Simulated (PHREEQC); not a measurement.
Copper plating or etch bath: an equilibrium model

Dissolve 25 mmol/kgw Cu(NO3)2, 42 mmol/kgw H2SO4 and 0.98 mmol/kgw KCl at 25 °C. Closed to the air; pH follows from the charge balance.

Model: ion-association model, wateq4f.dat, run in PHREEQC.

No solid was allowed to form.

Task: Estimate the pH, ionic strength.

Result: pH 1.32; ionic strength 0.130 mol/kgw.

Task: In which forms is Cl present?

Result: Cl- 98 %, CuCl+ 1.9 % of the Cl.
